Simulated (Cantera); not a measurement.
## Reactions in the system C-Na-O

Standard-state values (1 bar) from the NASA 1993 polynomials, evaluated with Cantera. Values are per mole of reaction as written; species without (g) are pure solids or liquids, kept so even where they would boil at 1 bar.

Na₂CO₃ + 2 C → 3 CO(g) + 2 Na

| T (K) | ΔH° (kJ) | ΔS° (J/K) | ΔG° (kJ) | log10 K | condensed phases |
|---|---|---|---|---|---|
| 300 | 799.2 | 545.4 | 635.6 | -110.67 | Na₂CO₃(s), C(graphite), Na(s) |
| 998 | 779.8 | 527.0 | 253.9 | -13.29 | Na₂CO₃(s), C(graphite), Na(l) |
| 1048 | 776.4 | 523.7 | 227.6 | -11.34 | Na₂CO₃(s), C(graphite), Na(l) |
| 1098 | 772.7 | 520.2 | 201.5 | -9.59 | Na₂CO₃(s), C(graphite), Na(l) |
| 1148 | 739.2 | 490.4 | 176.3 | -8.02 | Na₂CO₃(l), C(graphite), Na(l) |
| 1198 | 735.5 | 487.2 | 151.8 | -6.62 | Na₂CO₃(l), C(graphite), Na(l) |
| 1248 | 731.8 | 484.2 | 127.5 | -5.34 | Na₂CO₃(l), C(graphite), Na(l) |
| 1298 | 728.2 | 481.4 | 103.4 | -4.16 | Na₂CO₃(l), C(graphite), Na(l) |
| 1348 | 724.6 | 478.6 | 79.4 | -3.08 | Na₂CO₃(l), C(graphite), Na(l) |
| 1398 | 721.1 | 476.1 | 55.5 | -2.07 | Na₂CO₃(l), C(graphite), Na(l) |
| 1448 | 717.6 | 473.6 | 31.8 | -1.15 | Na₂CO₃(l), C(graphite), Na(l) |
| 1498 | 714.1 | 471.3 | 8.2 | -0.28 | Na₂CO₃(l), C(graphite), Na(l) |
